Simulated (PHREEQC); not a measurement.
Solution (80 °C): 0.0008 mol/kgw HNO3. Closed to the air; pH follows from the charge balance.

All values are PHREEQC results (ion-association model, wateq4f.dat), not measurements.

Precipitation was switched off in this run.

Question: Predict the pH.

Answer: pH 3.11.

Constants without temperature data keep their 25 °C values here.
